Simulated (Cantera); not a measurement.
What does this Cantera script print?

```python
import numpy as np
import cantera as ct

gas = ct.Solution("gri30.yaml", transport_model="multicomponent")
show = ['CO2', 'N2', 'CH3']

rows = []
print(f"{'T/K':>7s}{'rho':>11s}{'cp':>10s}{'mu':>11s}{'lambda':>11s}{'Pr':>7s}" + "".join(f"{'D_' + s:>11s}" for s in show))
for T in [400, 500, 600, 700, 800, 900, 1000, 1100, 1200]:
    gas.TPX = T, 18, {'H2': 0.23, 'C2H6': 0.71}
    Pr = gas.cp_mass * gas.viscosity / gas.thermal_conductivity
    D = [gas.mix_diff_coeffs_mole[gas.species_index(s)] for s in show]
    rows.append([gas.density, gas.cp_mass, gas.viscosity, gas.thermal_conductivity, Pr, *D])
    print(f"{T:7g}{gas.density:11.4e}{gas.cp_mass:10.1f}{gas.viscosity:11.4e}"
          f"{gas.thermal_conductivity:11.4e}{Pr:7.3f}" + "".join(f"{d:11.4e}" for d in D))
print("SI units: kg/m3, J/kg/K, Pa s, W/m/K, m2/s")
```

It prints:

```
    T/K        rho        cp         mu     lambda     Pr      D_CO2       D_N2      D_CH3
    400 1.2560e-04    2429.2 1.2673e-05 5.5358e-02  0.556 1.3131e-01 1.7525e-01 1.8786e-01
    500 1.0048e-04    2839.3 1.5375e-05 7.4112e-02  0.589 1.9877e-01 2.6018e-01 2.8092e-01
    600 8.3730e-05    3217.6 1.7851e-05 9.3753e-02  0.613 2.7681e-01 3.5741e-01 3.8781e-01
    700 7.1769e-05    3547.1 2.0146e-05 1.1369e-01  0.629 3.6458e-01 4.6605e-01 5.0749e-01
    800 6.2798e-05    3826.7 2.2295e-05 1.3355e-01  0.639 4.6142e-01 5.8543e-01 6.3915e-01
    900 5.5820e-05    4071.2 2.4322e-05 1.5330e-01  0.646 5.6679e-01 7.1501e-01 7.8215e-01
   1000 5.0238e-05    4311.3 2.6247e-05 1.7340e-01  0.653 6.8027e-01 8.5433e-01 9.3597e-01
   1100 4.5671e-05    4507.2 2.8084e-05 1.9289e-01  0.656 8.0150e-01 1.0030e+00 1.1002e+00
   1200 4.1865e-05    4681.1 2.9846e-05 2.1205e-01  0.659 9.3017e-01 1.1607e+00 1.2744e+00
SI units: kg/m3, J/kg/K, Pa s, W/m/K, m2/s
```

Model: GRI-Mech 3.0 (53 species, 325 reactions), integrated in Cantera. The composition is frozen, though it would react at the higher temperatures.
